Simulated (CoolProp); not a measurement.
Vapour-liquid equilibrium of n-heptane (1) + toluene (2) at 35.7 kPa; x and y are mole fractions of (1).

The numbers come from the multi-fluid Helmholtz-energy mixture model, Span 2003 and Lemmon 2006; pair parameters Bell 2016 in CoolProp.

Q: Give the bubble temperature and the first vapour's composition at x = 0.2, 0.35, 0.65. Is there an azeotrope?

A: x = 0.2: 72.7 °C, y = 0.311; x = 0.35: 70.6 °C, y = 0.463; x = 0.65: 68.0 °C, y = 0.708. No azeotrope shows between x = 0.05 and 0.95.

The pair parameters rest on a limited set of measurements; away from them the model extrapolates.
